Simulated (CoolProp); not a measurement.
Vapour-liquid equilibrium of n-butane (1) + acetone (2) at 381.5 K; x and y are mole fractions of (1).

Computed with CoolProp (multi-fluid Helmholtz-energy mixture model, Bücker 2006 and Lemmon 2006; pair parameters Bell 2016).

```json
[
 {"x": "0.05", "bubble pressure (kPa)": "…", "y at the bubble point": "0.273", "dew pressure at overall composition x (kPa)": "483.4", "liquid density (mol/L)": "…"},
 {"x": "0.15", "bubble pressure (kPa)": "912.9", "y at the bubble point": "0.515", "dew pressure at overall composition x (kPa)": "539.7", "liquid density (mol/L)": "…"},
 {"x": "0.25", "bubble pressure (kPa)": "1129", "y at the bubble point": "0.623", "dew pressure at overall composition x (kPa)": "609.6", "liquid density (mol/L)": "10.49"},
 {"x": "0.35", "bubble pressure (kPa)": "1289", "y at the bubble point": "0.685", "dew pressure at overall composition x (kPa)": "698.7", "liquid density (mol/L)": "10.01"},
 {"x": "0.45", "bubble pressure (kPa)": "1410", "y at the bubble point": "0.728", "dew pressure at overall composition x (kPa)": "815.9", "liquid density (mol/L)": "9.558"},
 {"x": "0.55", "bubble pressure (kPa)": "1506", "y at the bubble point": "0.764", "dew pressure at overall composition x (kPa)": "975.2", "liquid density (mol/L)": "…"},
 {"x": "0.65", "bubble pressure (kPa)": "1589", "y at the bubble point": "0.799", "dew pressure at overall composition x (kPa)": "1195", "liquid density (mol/L)": "8.731"},
 {"x": "0.75", "bubble pressure (kPa)": "1664", "y at the bubble point": "0.838", "dew pressure at overall composition x (kPa)": "1470", "liquid density (mol/L)": "8.379"},
 {"x": "0.85", "bubble pressure (kPa)": "1730", "y at the bubble point": "…", "dew pressure at overall composition x (kPa)": "1682", "liquid density (mol/L)": "8.081"},
 {"x": "0.95", "bubble pressure (kPa)": "1778", "y at the bubble point": "…", "dew pressure at overall composition x (kPa)": "1775", "liquid density (mol/L)": "7.851"}
]
```

Task: What belongs in the gaps?

Result: 
- 0.05, bubble pressure (kPa): 628.1
- 0.05, liquid density (mol/L): 11.49
- 0.15, liquid density (mol/L): 10.98
- 0.55, liquid density (mol/L): 9.128
- 0.85, y at the bubble point: 0.888
- 0.95, y at the bubble point: 0.956

No azeotrope shows between x = 0.05 and 0.95.

The pair parameters rest on a limited set of measurements; away from them the model extrapolates.
